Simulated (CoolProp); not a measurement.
Properties of fluorine along the isotherm 126.7 K (Tc = 144.4 K, pc = 52.40 bar, ω = 0.045).

Computed with CoolProp (reference Helmholtz-energy equation of state, de Reuck 1990).

| p (bar) | phase | density (kg/m³) | expansivity (1/kK) | fugacity coefficient |
|---|---|---|---|---|
| 0.632 | gas | 2.293 | 8.043 | 0.9941 |
| 1.12 | gas | 4.083 | 8.162 | 0.9895 |
| 2 | gas | 7.354 | 8.383 | 0.9813 |
| 3.56 | gas | 13.30 | ___ | 0.9667 |
| 6.32 | gas | 24.32 | ___ | 0.9409 |
| 11.2 | gas | 45.72 | 11.50 | 0.8955 |
| 20 | gas | 94.05 | 17.99 | 0.8132 |
| 35.6 | liquid | ___ | 11.41 | 0.5324 |
| 63.2 | liquid | 1178 | 9.346 | ___ |
| 112 | liquid | 1221 | 7.431 | 0.2135 |
| 200 | liquid | ___ | ___ | ___ |

**Question.** Complete the blanks.

**Answer.** 
- 3.56, expansivity (1/kK): 8.799
- 6.32, expansivity (1/kK): 9.628
- 35.6, density (kg/m³): 1147
- 63.2, fugacity coefficient: 0.3267
- 200, density (kg/m³): 1275
- 200, expansivity (1/kK): 5.762
- 200, fugacity coefficient: 0.1541
